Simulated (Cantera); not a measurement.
What does this Cantera script print?

```python
import numpy as np
import cantera as ct

gas_names = """
    Br Br2 N N2 Si SiBr SiBr2 SiBr3 SiBr4 SiN Si2 Si2N Si3
""".split()
cond_names = """
    Br2(cr) Br2(L) Si(cr) Si(L) Si3N4(a)
""".split()


def load(file, names, dense=False):
    # The tables refer to 1 bar. Condensed volumes are neglected.
    table = {s.name: s for s in ct.Species.list_from_file(file)}
    out = []
    for n in names:
        d = dict(table[n].input_data)
        d["thermo"] = dict(d["thermo"], **{"reference-pressure": 1e5})
        if dense:
            d["equation-of-state"] = {"model": "constant-volume", "density": "1e6 g/cm^3"}
        out.append(ct.Species.from_dict(d))
    return out


gas = ct.Solution(thermo="ideal-gas", species=load("nasa_gas.yaml", gas_names))
cond = {s.name: ct.Solution(thermo="fixed-stoichiometry", species=[s], name=s.name)
        for s in load("nasa_condensed.yaml", cond_names, dense=True)}
atoms = {
    'Si': {'Si': 1},
    'Br2': {'Br': 2},
    'N2': {'N': 2},
}
top_T = {'Si3N4(a)': 2400}  # K; cautious upper limits of use, not melting points


def equilibrate(T, P, feed):
    n = {}
    for name, mol in feed.items():
        for a, k in atoms[name].items():
            n[a] = n.get(a, 0.0) + k * mol
    gas.TPX = T, P, n
    mass = sum(n.values()) * gas.mean_molecular_weight
    gas.equilibrate("TP")
    valid = [c for c in cond.values() if c.min_temp <= T <= top_T.get(c.name, c.max_temp)]
    mix = ct.Mixture([(gas, mass / gas.mean_molecular_weight)] + [(c, 0.0) for c in valid])
    mix.T, mix.P = T, P
    mix.equilibrate("TP", solver="vcs", rtol=1e-11, max_steps=5000)
    return mix


results = []
feed = {'Si': 1, 'Br2': 0.85, 'N2': 10}  # mol
P = 10000  # Pa
for T in [673, 773, 873, 973, 1073, 1173, 1273, 1373, 1473, 1573, 1673, 1773]:
    mix = equilibrate(T, P, feed)
    results.append((T, P, feed, dict(zip(mix.species_names, mix.species_moles))))

top = {s: max(r[3][s] / sum(r[3][g] for g in gas_names) for r in results) for s in gas_names}
cols = sorted((s for s in top if top[s] > 1e-05), key=lambda s: -top[s])[:7]
seen = [c for c in cond_names if any(r[3].get(c, 0) > 1e-12 for r in results)]
print("log10 of partial pressures in bar; condensed amounts in mol")
print(f"{'T/K':>10s}" + "".join(f"{s[:9]:>10s}" for s in cols + seen))
for T, P, feed, n in results:
    ng = sum(n[g] for g in gas_names)
    print(f"{T:10.4g}" + "".join(f"{np.log10(max(n[s] / ng * P / 1e5, 1e-99)):10.3f}" for s in cols)
          + "".join(f"{n.get(c, 0):10.4g}" for c in seen))
```

Output:

```
log10 of partial pressures in bar; condensed amounts in mol
       T/K        N2     SiBr2     SiBr4        Br     SiBr3      SiBr       Br2  Si3N4(a)
       673    -1.019   -14.209    -2.373    -9.679   -10.300   -29.354    -9.921    0.1917
       773    -1.019   -11.426    -2.373    -8.135    -8.586   -24.089    -8.790    0.1917
       873    -1.019    -9.287    -2.373    -6.944    -7.269   -20.036    -7.919    0.1917
       973    -1.019    -7.595    -2.373    -5.997    -6.226   -16.822    -7.227    0.1917
      1073    -1.019    -6.223    -2.374    -5.226    -5.380   -14.213    -6.665    0.1917
      1173    -1.019    -5.091    -2.376    -4.585    -4.683   -12.054    -6.200    0.1916
      1273    -1.019    -4.146    -2.386    -4.046    -4.103   -10.241    -5.812    0.1906
      1373    -1.021    -3.357    -2.426    -3.592    -3.633    -8.704    -5.496    0.1845
      1473    -1.025    -2.732    -2.569    -3.226    -3.309    -7.405    -5.277    0.1609
      1573    -1.033    -2.335    -2.987    -2.980    -3.247    -6.346    -5.234    0.1147
      1673    -1.038    -2.192    -3.762    -2.864    -3.500    -5.519    -5.398   0.08633
      1773    -1.039    -2.164    -4.639    -2.807    -3.868    -4.837    -5.637   0.08104
```

Equilibrium computed with Cantera from the NASA thermochemical tables; the gas is ideal and each condensed phase is pure. N2 is the only nitrogen source here; it is nearly inert below about 1500 K, so the nitride shown seldom forms there in practice. The tables' values for SiBr3, SiBr are old estimates; treat these amounts as uncertain.
